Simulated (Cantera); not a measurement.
Feed: 1 mol TiO₂, 4 mol H₂, at 0.000410 bar.

Equilibrium computed with Cantera from the NASA thermochemical tables; the gas is ideal and each condensed phase is pure. Candidate condensed phases: H₂O, Ti, TiO, TiO₂, Ti₂O₃, Ti₃O₅, Ti₄O₇; 12 gas species. Condensed phases not in the tables: Magnéli phases beyond Ti₄O₇. Equilibrium is a limit: real reactors are often held back by kinetics, nucleation or transport. All values below are at 2073 K.

Base state: H₂ 0.822, H 0.118, H₂O 0.0576, TiO₂ 0.00102, OH 0.000938, TiO 0.000247, O 9.64e-5 (mole fractions); condensed: Ti₄O₇(l).

### Question
What changes in the equilibrium state with this change: pressure from 0.000410 bar to 1.00 bar?

### Answer
```
species          before    after
-------------  --------  -------
H₂                0.822    0.935
H₂O              0.0576   0.0624
H                 0.118  0.00254
TiO₂            0.00102  4.12e-7
O               9.64e-5  3.77e-8
TiO            0.000247  1.05e-7
Ti₄O₇(l), mol     0.249    0.250
```

### Question
What changes in the equilibrium state with this change: pressure from 0.000410 bar to 0.133 bar?

### Answer
| species | before | after |
|---|---|---|
| H₂ | 0.822 | 0.931 |
| H₂O | 0.0576 | 0.0622 |
| H | 0.118 | 0.00695 |
| TiO₂ | 0.00102 | 3.10e-6 |
| O | 9.64e-5 | 2.83e-7 |
| TiO | 0.000247 | 7.87e-7 |
| Ti₄O₇(l), mol | 0.249 | 0.250 |
